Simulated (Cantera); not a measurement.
Feed: 1 mol Si, 0.32 mol N₂O, 4.2 mol N₂, held at 925 K and 0.100 bar.

Method: chemical equilibrium by Gibbs-energy minimisation in Cantera with the NASA 1993 tables (ideal gas, pure condensed phases). Candidate condensed phases: Si, SiO₂, Si₂N₂O, Si₃N₄; 16 gas species. Rates play no part.

Task: What is the equilibrium state?

Result: 
| Property | Value |
|---|---|
| x(N₂) | 1.00 |
| n(Si₂N₂O(s)) | 0.320 mol |
| n(Si₃N₄(s)) | 0.120 mol |
| gas amount | 3.960 mol |
| log10 activity of Si(s) (absent) | -7.58 |
